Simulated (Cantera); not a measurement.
Feed: 1 mol NaBr, 11 mol H2O, 9.5 mol H2, at 2125 K and 2.10 Pa.

Cantera equilibrium calculation (NASA polynomials, part measured and part estimated; ideal gas, pure solids and liquids). Candidate condensed phases: Br2, H2O, Na, NaBr, NaOH, NaO2, Na2O, Na2O2; 20 gas species. Kinetics and transport are ignored.

Base state: H 0.378, H2 0.228, H2O 0.214, O 0.0517, OH 0.0440, Na 0.0316, Br 0.0306, O2 0.0206 (mole fractions); condensed: gas only.

**Question.** What changes in the equilibrium state with this change: pressure from 2.10 Pa to 13.3 mbar?

**Answer.** 
```tsv
species	before	after
H2O	0.214	0.495
H2	0.228	0.418
NaBr	0.000257	0.0268
H	0.378	0.0203
O	0.0517	0.000103
O2	0.0206	5.19e-5
OH	0.0440	0.00299
Br	0.0306	0.00886
Na	0.0316	0.0180
NaOH	2.15e-5	0.000528
NaH	5.41e-7	1.05e-5
HBr	0.000979	0.00966
```
Gases not in the tables: NaBr and NaI dimers.
